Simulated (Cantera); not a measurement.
Cantera run, input and output.

```python
import numpy as np
import cantera as ct

gas = ct.Solution("h2o2.yaml")
gas.TPX = 1150, 180, {'H2': 0.018, 'O2': 1}
reactor = ct.IdealGasConstPressureReactor(gas, energy="off", clone=False)
net = ct.ReactorNet([reactor])
net.rtol, net.atol = 1e-08, 1e-18
show = ['H2', 'O2', 'H2O2', 'H', 'O', 'H2O']
times = np.geomspace(0.0002, 100, 9)

steps = ct.SolutionArray(gas, extra=["t"])
rows = []
print(f"{'t/s':>10s}{'T/K':>9s}{'P/Pa':>11s}" + "".join(f"{s:>11s}" for s in show))
for t in times:
    while net.time < t:
        t_next = net.step()
        steps.append(gas.state, t=t_next)
    rows.append([np.interp(t, steps.t, y) for y in (steps.T, steps.P, *steps(*show).X.T)])
    print(f"{t:10.3e}{rows[-1][0]:9.1f}{rows[-1][1]:11.4g}" + "".join(f"{x:11.3e}" for x in rows[-1][2:]))
rate = np.gradient(steps.T, steps.t)
print("integrator steps:", len(steps.t))
if steps.T.max() > steps.T[0] + 200:
    print(f"time of steepest temperature rise: {steps.t[rate.argmax()]:.4e} s")
gas.TPX = 1150, 180, {'H2': 0.018, 'O2': 1}
gas.equilibrate("TP")
print(f"equilibrium (TP): T = {gas.T:.1f} K  " + "  ".join(f"{s} {gas[s].X[0]:.3e}" for s in show))
```

Result:

```
       t/s      T/K       P/Pa         H2         O2       H2O2          H          O        H2O
 2.000e-04   1150.0        180  1.768e-02  9.823e-01  1.969e-15  1.279e-10  3.413e-11  1.560e-12
 1.031e-03   1150.0        180  1.768e-02  9.823e-01  5.229e-14  3.905e-10  5.732e-10  1.364e-10
 5.318e-03   1150.0        180  1.768e-02  9.823e-01  1.383e-12  2.597e-09  1.093e-08  9.266e-09
 2.742e-02   1150.0        180  1.762e-02  9.823e-01  4.527e-11  7.767e-06  3.785e-05  4.562e-05
 1.414e-01   1150.0        180  1.261e-04  9.667e-01  4.550e-09  1.459e-03  1.431e-02  1.625e-02
 7.293e-01   1150.0        180  1.111e-04  9.687e-01  4.577e-09  1.196e-03  1.250e-02  1.646e-02
 3.761e+00   1150.0        180  6.276e-05  9.747e-01  4.568e-09  4.920e-04  6.868e-03  1.705e-02
 1.939e+01   1150.0        180  1.089e-05  9.808e-01  3.537e-09  3.461e-05  1.163e-03  1.763e-02
 1.000e+02   1150.0        180  7.090e-07  9.820e-01  1.207e-09  5.725e-07  7.531e-05  1.779e-02
integrator steps: 1358
equilibrium (TP): T = 1150.0 K  H2 1.835e-09  O2 9.822e-01  H2O2 1.127e-11  H 7.582e-11  O 1.954e-07  H2O 1.784e-02
```

Cantera simulation using the H2/O2 subset of GRI-Mech 3.0, which has no nitrogen chemistry; the numbers are that mechanism's predictions, not measurements. Radical loss at walls, strong at low pressure, is not modelled.
